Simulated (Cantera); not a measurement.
Standard-state values (1 bar) from the NASA 1993 polynomials, evaluated with Cantera. Values are per mole of reaction as written; species without (g) are pure solids or liquids, kept so even where they would boil at 1 bar.

SiH3(g) ⇌ 3 H(g) + Si, with ΔH° = 444.7 kJ and ΔS° = 146.7 J/K at 300 K.

How far is the shortcut ΔG° ≈ ΔH°(300 K) − T·ΔS°(300 K) from the full temperature-dependent value at 675, 875, 1075, 1275, 1475, 1675, 1875, 2075, 2275 K?


```
T (K)  shortcut (kJ)  full (kJ)  difference (kJ)  difference in log10 K  condensed phases
-----  -------------  ---------  ---------------  ---------------------  ----------------
675            345.7      338.8              6.8                  -0.53             Si(s)
875            316.3      302.7             13.7                  -0.82             Si(s)
1075           287.0      265.4             21.6                  -1.05             Si(s)
1275           257.6      227.3             30.3                  -1.24             Si(s)
1475           228.3      188.7             39.5                  -1.40             Si(s)
1675           198.9      149.7             49.2                  -1.54             Si(s)
1875           169.6      104.8             64.8                  -1.80             Si(l)
2075           140.2       59.3             81.0                  -2.04             Si(l)
2275           110.9       13.5             97.4                  -2.24             Si(l)
```
The shortcut ignores heat capacities and the phase changes listed.
